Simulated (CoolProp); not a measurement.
Saturation properties of c-C4F8 (RC318).

Model: reference Helmholtz-energy equation of state, Platzer 1990, in CoolProp. This equation is an older, rougher fit; its heat capacities, sound speeds and derivatives of the liquid may be far off and weren't checked against measurements.

```tsv
T (°C)	p (bar)	enthalpy of vaporisation (kJ/kg)	liquid conductivity (mW/(m K))
26.05	3.231	103.8	64.9
32.85	3.987	100.6	63.1
39.55	4.855	97.34	61.3
46.35	5.873	93.81	59.4
53.05	7.025	90.11	57.5
59.85	8.359	86.09	55.6
66.55	9.849	81.80	53.6
73.25	11.53	77.14	51.6
80.05	13.45	71.91	49.5
```

It boils at -6.0 °C under 1 atm.

Thermal conductivity comes from a separate model (Huber 2003), an estimate that may be off by 10 % or more.
